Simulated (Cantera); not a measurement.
Input (Python, Cantera) and output of one run.

```python
import numpy as np
import cantera as ct

gas_names = [...]  # 97 gases of nasa_gas.yaml made of Al, C, H, N
cond_names = """
    AL(cr) AL(L) ALN(s) C(gr) C6H6(L) C7H8(L) C8H18(L),n-octa
""".split()


# ... load() reads the species with a 1 bar reference pressure and builds the phases ...
atoms = {
    'Al(CH3)3': {'AL': 1, 'C': 3, 'H': 9},
    'N2': {'N': 2},
}
top_T = {'ALN(s)': 2750, 'C(gr)': 4500}  # K; cautious upper limits of use, not melting points


# ... equilibrate(T, P, feed) seeds the gas with the atoms and calls Mixture.equilibrate('TP', solver="vcs", rtol=1e-11, max_steps=5000) ...
results = []
feed = {'Al(CH3)3': 1, 'N2': 53}  # mol
T = 1375  # K
P = 1000  # Pa
mix = equilibrate(T, P, feed)
results.append((T, P, feed, dict(zip(mix.species_names, mix.species_moles))))
print(gas.report(threshold=1e-06))
for i in range(1, mix.n_phases):
    print(f"{mix.phase(i).name:16s} {mix.phase_moles(i):12.5e} mol")
```

Output:

```
       temperature   1375 K
          pressure   1000 Pa
           density   0.002271 kg/m^3
  mean mol. weight   25.963 kg/kmol
   phase of matter   gas

                          1 kg             1 kmol
                     ---------------   ---------------
          enthalpy        1.3069e+06        3.3932e+07  J
   internal energy         8.666e+05        2.2499e+07  J
           entropy             10573         2.745e+05  J/K
    Gibbs function       -1.3231e+07        -3.435e+08  J
 heat capacity c_p            1315.1             34143  J/K
 heat capacity c_v            994.82             25828  J/K

                      mass frac. Y      mole frac. X     chem. pot. / RT
                     ---------------   ---------------   ---------------
                 H        3.7365e-07         9.624e-06           -12.749
               HCN        0.00011326         0.0001088           -29.999
               HNC         1.228e-06        1.1797e-06           -29.999
                H2         0.0061255          0.078886           -25.498
                N2           0.99376           0.92099           -30.436
     [  +92 minor]        3.4722e-07        4.7187e-07

AL(L)             0.00000e+00 mol
ALN(s)            1.00000e+00 mol
C(gr)             2.99370e+00 mol
```

These are equilibrium values from Cantera (NASA tables, ideal gas, pure condensed phases), not measurements of a reactor. The feed counts by its element totals alone.
